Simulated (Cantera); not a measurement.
A closed system holds: 1 mol Si, 3.8 mol F2, equilibrated at 748 K and 0.413 Torr.

Method: chemical equilibrium by Gibbs-energy minimisation in Cantera with the NASA 1993 tables (ideal gas, pure condensed phases). Candidate condensed phases: Si; 9 gas species. Equilibrium is a limit: real reactors are often held back by kinetics, nucleation or transport.

Question: What is the equilibrium state?

Answer: 
| Quantity | Result |
|---|---|
| x(F2) | 0.551 |
| x(SiF4) | 0.337 |
| x(F) | 0.112 |
| gas amount | 2.966 mol |
| log10 activity of Si(s) (absent) | -101.99 |
